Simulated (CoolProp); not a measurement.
Model: reference Helmholtz-energy equation of state, Span 2000, in CoolProp.

Q: For nitrogen, give the phase and the cp (kJ/(kg K)), speed of sound (m/s) at 141.3 K and 11.6 bar; 159.8 K and 11.6 bar; 178.4 K and 11.6 bar.

A: 
- 141.3 K and 11.6 bar: gas; cp 1.20, speed of sound 233
- 159.8 K and 11.6 bar: gas; cp 1.14, speed of sound 252
- 178.4 K and 11.6 bar: gas; cp 1.11, speed of sound 269
